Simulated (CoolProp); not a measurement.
The numbers come from the reference Helmholtz-energy equation of state, Lemmon 2003 in CoolProp. It is a pseudo-pure fit of the blend.

### Question
For R410A, give the phase and the cp (kJ/(kg K)), cv (kJ/(kg K)), Joule-Thomson coefficient (K/MPa), isothermal compressibility (1/MPa) at 206.8 K and 61.3 bar.

### Answer
- 206.8 K and 61.3 bar: liquid; cp 1.34, cv 0.855, Joule-Thomson coefficient -0.303, isothermal compressibility 0.00129
